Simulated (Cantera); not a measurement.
An adiabatic, constant-volume homogeneous reactor starts with CH4 : C2H6 : O2 : N2 = 1 : 0.083 : 1.91 : 12.8 (molar parts), equivalence ratio 1.2, at 1575 K and 5.00 bar. Integrator tolerance rtol = 1e-08.

Computed with Cantera and GRI-Mech 3.0 (53 species, 325 reactions).

Q: What does this change do: initial temperature 1575 to 1600 K?

A: 
| quantity | before | after |
|---|---|---|
| time of steepest temperature rise | 91.6 µs | 74.0 µs |
| temperature at 0.300 s | 2830 K | 2843 K |
| equilibrium temperature | 2830 K | 2843 K |
| x(CH4) at 0.300 s | <1e-12 (gas-phase equilibrium <1e-12) | <1e-12 (gas-phase equilibrium <1e-12) |
| x(C2H6) at 0.300 s | <1e-12 (gas-phase equilibrium <1e-12) | <1e-12 (gas-phase equilibrium <1e-12) |
| x(O2) at 0.300 s | 0.00229 (gas-phase equilibrium 0.00229) | 0.00245 (gas-phase equilibrium 0.00245) |
| x(C2H) at 0.300 s | <1e-12 (gas-phase equilibrium <1e-12) | <1e-12 (gas-phase equilibrium <1e-12) |
| x(CH2O) at 0.300 s | 2.74e-9 (gas-phase equilibrium 2.74e-9) | 2.77e-9 (gas-phase equilibrium 2.77e-9) |
| x(OH) at 0.300 s | 0.00707 (gas-phase equilibrium 0.00707) | 0.00741 (gas-phase equilibrium 0.00741) |
| x(NO) at 0.300 s | 0.00400 (gas-phase equilibrium 0.00400) | 0.00421 (gas-phase equilibrium 0.00421) |

Q: What does this change do: pressure from 5.00 bar to 1.01 bar?

A: 
| quantity | before | after |
|---|---|---|
| time of steepest temperature rise | 91.6 µs | 0.248 ms |
| temperature at 0.300 s | 2830 K | 2737 K |
| equilibrium temperature | 2830 K | 2737 K |
| x(CH4) at 0.300 s | <1e-12 (gas-phase equilibrium <1e-12) | <1e-12 (gas-phase equilibrium <1e-12) |
| x(C2H6) at 0.300 s | <1e-12 (gas-phase equilibrium <1e-12) | <1e-12 (gas-phase equilibrium <1e-12) |
| x(O2) at 0.300 s | 0.00229 (gas-phase equilibrium 0.00229) | 0.00401 (gas-phase equilibrium 0.00401) |
| x(C2H) at 0.300 s | <1e-12 (gas-phase equilibrium <1e-12) | <1e-12 (gas-phase equilibrium <1e-12) |
| x(CH2O) at 0.300 s | 2.74e-9 (gas-phase equilibrium 2.74e-9) | 6.39e-10 (gas-phase equilibrium 6.39e-10) |
| x(OH) at 0.300 s | 0.00707 (gas-phase equilibrium 0.00707) | 0.00941 (gas-phase equilibrium 0.00941) |
| x(NO) at 0.300 s | 0.00400 (gas-phase equilibrium 0.00400) | 0.00462 (gas-phase equilibrium 0.00462) |
